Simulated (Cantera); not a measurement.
**Dilute partial oxidation**

An isothermal, constant-pressure homogeneous reactor starts with CH2O : O2 : N2 = 0.027 : 0.0047 : 1 (molar parts), equivalence ratio 5.7, at 1250 K and 1200 Torr.

Computed with Cantera and GRI-Mech 3.0 (53 species, 325 reactions).

```json
[
 {"t (s)": "2.00e-5", "x CH2O": "0.0262", "x O2": "0.00455", "x OH": "7.45e-10", "x H2O": "4.05e-8", "x HCN": "<1e-12", "x CH2CO": "<1e-12"},
 {"t (s)": "7.96e-5", "x CH2O": "0.0261", "x O2": "0.00455", "x OH": "1.24e-8", "x H2O": "2.33e-6", "x HCN": "<1e-12", "x CH2CO": "<1e-12"},
 {"t (s)": "0.000317", "x CH2O": "0.0215", "x O2": "0.00367", "x OH": "1.93e-6", "x H2O": "0.000764", "x HCN": "<1e-12", "x CH2CO": "3.94e-9"},
 {"t (s)": "0.00126", "x CH2O": "5.10e-9", "x O2": "0.000657", "x OH": "1.17e-5", "x H2O": "0.00702", "x HCN": "1.44e-10", "x CH2CO": "1.49e-10"},
 {"t (s)": "0.00502", "x CH2O": "1.52e-9", "x O2": "1.28e-8", "x OH": "1.09e-6", "x H2O": "0.00726", "x HCN": "1.17e-9", "x CH2CO": "1.86e-10"},
 {"t (s)": "0.0200", "x CH2O": "5.98e-10", "x O2": "1.71e-10", "x OH": "2.01e-7", "x H2O": "0.00682", "x HCN": "1.38e-9", "x CH2CO": "1.55e-10"},
 {"t (s)": "0.0796", "x CH2O": "4.00e-10", "x O2": "7.99e-12", "x OH": "4.32e-8", "x H2O": "0.00653", "x HCN": "1.42e-9", "x CH2CO": "7.25e-11"},
 {"t (s)": "0.317", "x CH2O": "3.55e-10", "x O2": "<1e-12", "x OH": "9.95e-9", "x H2O": "0.00631", "x HCN": "1.42e-9", "x CH2CO": "2.22e-11"},
 {"t (s)": "1.26", "x CH2O": "3.44e-10", "x O2": "<1e-12", "x OH": "2.39e-9", "x H2O": "0.00614", "x HCN": "1.42e-9", "x CH2CO": "6.03e-12"},
 {"t (s)": "5.02", "x CH2O": "3.42e-10", "x O2": "<1e-12", "x OH": "6.00e-10", "x H2O": "0.00599", "x HCN": "1.42e-9", "x CH2CO": "1.76e-12"},
 {"t (s)": "20.0", "x CH2O": "3.41e-10", "x O2": "<1e-12", "x OH": "1.99e-10", "x H2O": "0.00586", "x HCN": "1.42e-9", "x CH2CO": "<1e-12"}
]
```
x: mole fraction; the columns are a selection and need not sum to one.

Equilibrium at this temperature and pressure: CH2O 3.42e-10, O2 <1e-12, OH 1.47e-10, H2O 0.00528, HCN 5.34e-8, CH2CO <1e-12 (gas phase only).
